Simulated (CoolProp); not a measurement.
Saturated liquid density (kg/m³) of carbon monoxide: the reference equation beside estimates from Tc = 132.9 K, pc = 3.498 MPa, ω = 0.050.

Computed with CoolProp (reference Helmholtz-energy equation of state, Lemmon 2006). It is a short technical equation, of lower accuracy than the large ones.

| T (K) | reference | Redlich-Kwong | Peng-Robinson |
|---|---|---|---|
| 95.1 | 730.6 | 721.4 | 816.0 |
| 99.8 | 706.5 | 691.6 | 783.9 |
| 104.6 | 680.0 | 658.4 | 747.7 |
| 109.3 | 651.9 | 622.7 | 708.1 |
| 114 | 620.7 | 583.0 | 663.3 |
| 118.7 | 585.4 | 538.0 | 611.7 |
| 123.5 | 542.3 | 483.8 | 548.3 |
| 128.2 | 486.3 | 416.0 | 467.7 |

Absolute difference from the reference over all 8 rows, mean and median: Redlich-Kwong 6.3 and 5.3 %, Peng-Robinson 7.2 and 7.7 %.
